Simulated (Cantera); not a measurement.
## Stirred combustor or abatement burner

A perfectly stirred reactor is fed with 7.21 % CH₄, 10.3 % O₂, 82.2 % N₂, 0.274 % H₂, equivalence ratio 1.4, at 1.00 bar; it is adiabatic with a 423 K inlet, and is followed from long to short residence time, starting on the burning branch (τ in s: 0.28, 0.084, 0.026, 0.0078, 0.0024, 0.00073, 0.00022, 6.8e-05, 2.1e-05, 6.3e-06).

Model: GRI-Mech 3.0 (53 species, 325 reactions), integrated in Cantera.

| τ (s) | T (K) | x CH₄ | x O₂ | x C₂H₄ | x HCN | x H | x CH₂ |
|---|---|---|---|---|---|---|---|
| 0.28 | 1460 | 0.00506 | 0.00250 | 0.000321 | 4.30e-7 | 2.21e-5 | 7.87e-8 |
| 0.084 | 1419 | 0.00602 | 0.00578 | 0.000620 | 2.48e-7 | 3.11e-5 | 1.37e-7 |
| 0.026 | 423 | 0.0721 | 0.103 | <1e-12 | <1e-12 | <1e-12 | <1e-12 |
| 0.0078 | 423 | 0.0721 | 0.103 | <1e-12 | <1e-12 | <1e-12 | <1e-12 |
| 0.0024 | 423 | 0.0721 | 0.103 | <1e-12 | <1e-12 | <1e-12 | <1e-12 |
| 0.00073 | 423 | 0.0721 | 0.103 | <1e-12 | <1e-12 | <1e-12 | <1e-12 |
| 0.00022 | 423 | 0.0721 | 0.103 | <1e-12 | <1e-12 | <1e-12 | <1e-12 |
| 6.8e-5 | 423 | 0.0721 | 0.103 | <1e-12 | <1e-12 | <1e-12 | <1e-12 |
| 2.1e-5 | 423 | 0.0721 | 0.103 | <1e-12 | <1e-12 | <1e-12 | <1e-12 |
| 6.3e-6 | 423 | 0.0721 | 0.103 | <1e-12 | <1e-12 | <1e-12 | <1e-12 |
x: mole fraction; the columns are a selection and need not sum to one.
